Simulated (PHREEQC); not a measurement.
PHREEQC input (Pitzer model, pitzer.dat):

```
SOLUTION 1
  temp 15
  units mol/kgw
  pH 7 charge
  Cl 0.2466
  Sr 0.0053
  Ca 0.08
  Na 0.076
END
USE solution 1
INCREMENTAL_REACTIONS false
REACTION 1
  H2O -1
  0 9.886 18.011 24.689 30.178 34.689 38.397 41.444
  43.949 46.007 47.699 49.089 50.232 51.172 51.944 52.578
  53.1 53.528 53.88 54.17 54.408 54.603 moles
EQUILIBRIUM_PHASES 1
  Halite 0 0
  Portlandite 0 0
SELECTED_OUTPUT 1
  -reset false
  -pH true
  -pe true
  -ionic_strength true
  -water true
  -activities H2O
  -totals Ca Cl Na Sr
  -molalities H+ Na+ Ca+2 Sr+2 Cl- OH-
  -equilibrium_phases Halite Portlandite
PRINT
  -reset false
END
```

Selected output (columns that matter, 19 of 22 rows; water left (kg) added in front):

```
water left (kg)	pH	mu	Ca	Cl	Na	Sr	m_H+	m_Na+	m_Ca+2	m_Sr+2	m_Cl-	m_OH-	la_H2O	Halite
1	7.078	0.3319	0.08	0.2466	0.076	0.0053	1.0568e-07	0.076	0.08	0.0053	0.2466	1.0568e-07	-0.002815	0
0.821894	7.0626	0.40382	0.097336	0.30004	0.092469	0.0064485	1.0867e-07	0.092469	0.097336	0.0064485	0.30004	1.0867e-07	-0.003428	0
0.675514	7.0448	0.49133	0.11843	0.36506	0.11251	0.0078459	1.1181e-07	0.11251	0.11843	0.0078459	0.36506	1.1181e-07	-0.0041806	0
0.456313	7.0001	0.72735	0.17532	0.54042	0.16655	0.011615	1.1847e-07	0.16655	0.17532	0.011615	0.54042	1.1847e-07	-0.0062518	0
0.375043	6.9722	0.88497	0.21331	0.65752	0.20264	0.014132	1.2191e-07	0.20264	0.21331	0.014132	0.65752	1.2191e-07	-0.0076722	0
0.30824	6.9396	1.0768	0.25954	0.80003	0.24656	0.017194	1.2535e-07	0.24656	0.25954	0.017194	0.80003	1.2535e-07	-0.0094449	0
0.253345	6.9015	1.3101	0.31578	0.97338	0.29999	0.02092	1.2868e-07	0.29999	0.31578	0.02092	0.97338	1.2868e-07	-0.011672	0
0.208215	6.8568	1.594	0.38422	1.1844	0.36501	0.025454	1.318e-07	0.36501	0.38422	0.025454	1.1844	1.318e-07	-0.014495	0
0.171138	6.8041	1.9394	0.46746	1.4409	0.44409	0.030969	1.3453e-07	0.44409	0.46746	0.030969	1.4409	1.3453e-07	-0.018106	0
0.140655	6.7416	2.3597	0.56877	1.7532	0.54033	0.037681	1.3671e-07	0.54033	0.56877	0.037681	1.7532	1.3671e-07	-0.022785	0
0.0950203	6.5785	3.4929	0.84193	2.5952	0.79983	0.055778	1.3848e-07	0.79983	0.84193	0.055778	2.5952	1.3848e-07	-0.037077	0
0.0780852	6.4718	4.2505	1.0245	3.1581	0.9733	0.067875	1.3764e-07	0.9733	1.0245	0.067875	3.1581	1.3764e-07	-0.04808	0
0.0641769	6.3434	5.1716	1.2466	3.8425	1.1842	0.082584	1.354e-07	1.1842	1.2466	0.082584	3.8425	1.354e-07	-0.06309	0
0.0527548	6.1887	6.2914	1.5165	4.6745	1.4406	0.10046	1.3172e-07	1.4406	1.5165	0.10046	4.6745	1.3172e-07	-0.083794	0
0.0433504	6.0015	7.6562	1.8454	5.6885	1.7532	0.12226	1.2665e-07	1.7532	1.8454	0.12226	5.6885	1.2665e-07	-0.11271	0
0.0292979	5.5676	10.486	2.7306	7.5742	1.7513	0.1809	1.3841e-07	1.7513	2.7306	0.1809	7.5742	1.3841e-07	-0.17928	0.02469
0.0240733	5.3225	11.777	3.3232	8.2339	1.1472	0.22016	1.6933e-07	1.1472	3.3232	0.22016	8.2339	1.6933e-07	-0.20953	0.048383
0.0197855	5.0056	13.571	4.0434	9.2602	0.63768	0.26787	2.0665e-07	0.63768	4.0434	0.26787	9.2602	2.0665e-07	-0.26085	0.063383
0.0162724	4.5995	16.018	4.9163	10.776	0.29165	0.32571	2.5214e-07	0.29165	4.9163	0.32571	10.776	2.5214e-07	-0.34589	0.071254
```

Species that the database lacks are ignored.
